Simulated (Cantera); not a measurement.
An adiabatic, constant-pressure homogeneous reactor starts with CH4 : O2 : N2 : H2O = 1 : 1.11 : 6.11 : 0.2 (molar parts), at 1125 K and 0.740 bar.

Detailed kinetics in Cantera: GRI-Mech 3.0 (53 species, 325 reactions).

x: mole fraction; the columns are a selection and need not sum to one.

| t (s) | T (K) | x CH4 | x O2 | x H2O | x HCO | x CO2 | x C2H4 |
|---|---|---|---|---|---|---|---|
| 2.00e-6 | 1125 | 0.119 | 0.132 | 0.0238 | <1e-12 | <1e-12 | <1e-12 |
| 5.02e-6 | 1125 | 0.119 | 0.132 | 0.0238 | <1e-12 | <1e-12 | <1e-12 |
| 1.26e-5 | 1125 | 0.119 | 0.132 | 0.0238 | <1e-12 | <1e-12 | <1e-12 |
| 3.17e-5 | 1125 | 0.119 | 0.132 | 0.0238 | <1e-12 | <1e-12 | <1e-12 |
| 7.96e-5 | 1125 | 0.119 | 0.132 | 0.0238 | <1e-12 | <1e-12 | <1e-12 |
| 0.000200 | 1125 | 0.119 | 0.132 | 0.0238 | <1e-12 | <1e-12 | <1e-12 |
| 0.000502 | 1125 | 0.119 | 0.132 | 0.0238 | <1e-12 | <1e-12 | <1e-12 |
| 0.00126 | 1125 | 0.119 | 0.132 | 0.0238 | <1e-12 | <1e-12 | 1.41e-11 |
| 0.00317 | 1125 | 0.119 | 0.132 | 0.0238 | <1e-12 | 1.41e-11 | 4.37e-10 |
| 0.00796 | 1125 | 0.119 | 0.132 | 0.0238 | <1e-12 | 3.69e-10 | [?] |
| 0.0200 | 1125 | 0.119 | 0.132 | 0.0238 | 4.55e-12 | 2.59e-9 | [?] |
| 0.0502 | 1125 | 0.119 | 0.132 | 0.0238 | 1.74e-11 | 1.17e-8 | [?] |
| 0.126 | 1127 | 0.118 | 0.132 | 0.0240 | 8.54e-11 | 1.07e-7 | [?] |
| 0.317 | 1148 | 0.114 | 0.129 | 0.0274 | 2.12e-9 | 1.46e-5 | [?] |
| 0.796 | 2083 | 1.06e-11 | 5.87e-7 | 0.130 | 2.00e-8 | 0.0218 | <1e-12 |
| 2.00 | 2083 | 1.05e-11 | 5.88e-7 | 0.130 | 2.00e-8 | 0.0218 | <1e-12 |

### Question
Complete the blanks.

### Answer

- 0.00796, x C2H4: 1.24e-8
- 0.0200, x C2H4: 9.58e-8
- 0.0502, x C2H4: 4.78e-7
- 0.126, x C2H4: 3.66e-6
- 0.317, x C2H4: 0.000151
